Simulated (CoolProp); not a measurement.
A Linde-Hampson liquefier for ethane: isothermal reversible compression at 320 K from 1 atm to 40 MPa, throttling to 1 atm, return gas leaving the recuperator 10 K below the feed. Each further row changes one setting.

The numbers come from the reference Helmholtz-energy equation of state, Bücker 2006 in CoolProp.

```tsv
case	liquid yield per pass	compression work (kJ/kg of gas)
as stated	(withheld)	414
high pressure 80 MPa	(withheld)	(withheld)
warm-end temperature 350 K	(withheld)	(withheld)
warm-end gap 15 K	(withheld)	414
```

Task: Complete the blanks.

Result: 
- as stated, liquid yield per pass: 0.446
- high pressure 80 MPa, liquid yield per pass: 0.395
- high pressure 80 MPa, compression work (kJ/kg of gas): 499
- warm-end temperature 350 K, liquid yield per pass: 0.376
- warm-end temperature 350 K, compression work (kJ/kg of gas): 482
- warm-end gap 15 K, liquid yield per pass: 0.439
